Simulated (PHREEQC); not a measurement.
Solution (80 °C): 0.002 mol Pb(NO3)2, 0.13 mol H2SO4 and 9e-05 mol Na2SO4 per kg of water. Closed to the air; pH follows from the charge balance.

Equilibrium calculation in PHREEQC: ion-association model, phreeqc.dat.

This is a speciation only: nothing precipitates in the calculation.

Predict the pH, ionic strength, specific conductance.

pH 0.96; ionic strength 0.149 mol/kgw; specific conductance 110000 µS/cm.

In which forms is S present?

HSO4- 94 %, SO4-2 5.5 % of the S.

The solution is supersaturated, for example in Anglesite, so a real one may precipitate; this is no full list. Constants without temperature data keep their 25 °C values here.
